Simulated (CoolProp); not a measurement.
Ethanol along the isotherm 346.85 °C: density (kg/m³) from the reference equation and from simpler models built on Tc = 241.6 °C, pc = 6268 kPa, ω = 0.644; each cubic takes its own stable root.

The numbers come from the reference Helmholtz-energy equation of state, Schroeder 2014 in CoolProp.

```csv
p (kPa),phase,reference
1040,gas,9.487
2090,gas,19.48
3130,gas,29.85
4180,gas,40.84
5220,gas,52.33
6270,supercritical,64.65
7310,supercritical,77.67
8360,supercritical,91.81
9400,supercritical,107.0
```

**Question.** How far does each simpler model (Soave-Redlich-Kwong, Peng-Robinson) lie from the reference over these 9 states: mean and median of the absolute difference, and the worst?

**Answer.** 
- Soave-Redlich-Kwong: mean 0.9 %, median 1.0 %, worst +1.4 % at 346.85 °C and 5220 kPa
- Peng-Robinson: mean 3.3 %, median 3.5 %, worst +4.5 % at 346.85 °C and 7310 kPa
